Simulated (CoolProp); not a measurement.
A single-stage vapour-compression cycle with the fluid: evaporating at 316.15 K (dew point), condensing at 351.15 K (bubble point), superheat 5 K, subcooling 0 K, compressor efficiency 0.85, no pressure losses. The same conditions are run with several fluids, on thermodynamics alone (safety and materials aside).

Computed with CoolProp (reference Helmholtz-energy equation of state of each fluid (R114: Platzer 1990; ammonia: Gao 2020; R123: Younglove 1994; the fluoroketone C6F12O (FK-5-1-12): McLinden 2015; hydrogen sulfide: Lemmon 2006; cis-2-butene: Lemmon 2005)). The equations of Platzer and Polt are older, rougher fits.

Problem. Rank R114, ammonia, R123, the fluoroketone C6F12O (FK-5-1-12), hydrogen sulfide, cis-2-butene by cooling COP, highest first.

Solution. R123 (6.60), cis-2-butene (6.50), ammonia (6.29), R114 (6.08), the fluoroketone C6F12O (FK-5-1-12) (5.51), hydrogen sulfide (5.35)

```
fluid                                pressure ratio  discharge temperature (K)  refrigerating effect (kJ/kg)  volumetric capacity (kJ/m³)
-----------------------------------  --------------  -------------------------  ----------------------------  ---------------------------
R114                                           2.41                      351.1                          87.3                         2280
ammonia                                        2.35                      396.6                           919                        11700
R123                                           2.73                      354.7                           130                         1350
the fluoroketone C6F12O (FK-5-1-12)            3.07                      351.1                          54.5                          556
hydrogen sulfide                               2.00                      390.9                           287                        14500
cis-2-butene                                   2.42                      358.4                           295                         2510
```

The compression ends wet for: R114; the fluoroketone C6F12O (FK-5-1-12).
